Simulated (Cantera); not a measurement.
Input: 1 mol FeS, 35 mol H2, 74 mol N2, equilibrated at 75.0 Torr.

Method: chemical equilibrium by Gibbs-energy minimisation in Cantera with the NASA 1993 tables (ideal gas, pure condensed phases). Candidate condensed phases: Fe, FeS, FeS2, S; 16 gas species. Kinetics and transport are ignored.

Question: At 1600 °C, list the 7 most abundant gas species with their mole fractions, and the condensed phases.

Answer: N2 0.676, H2 0.315, H2S 0.00375, S2 0.00195, SH 0.00131, H 0.00115, Fe 0.000791. Condensed: Fe(l).
